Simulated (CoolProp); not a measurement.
Vapour-liquid equilibrium of R13 (1) + propylene (2) at 201.6 K; x and y are mole fractions of (1).

Values from CoolProp's multi-fluid Helmholtz-energy mixture model, Platzer 1990 and Lemmon 2013; pair parameters Bell 2016. This equation is an older, rougher fit; its heat capacities, sound speeds and derivatives of the liquid may be far off and weren't checked against measurements.

**Question.** Give the bubble pressure and the first vapour's composition at x = 0.35, 0.65, 0.75. Is there an azeotrope?

**Answer.** x = 0.35: 105.1 kPa, y = 0.791; x = 0.65: 135.6 kPa, y = 0.885; x = 0.75: 144.2 kPa, y = 0.912. No azeotrope shows between x = 0.05 and 0.95.

Pair parameters are fitted to limited data, so mixtures are less certain than the pure fluids.
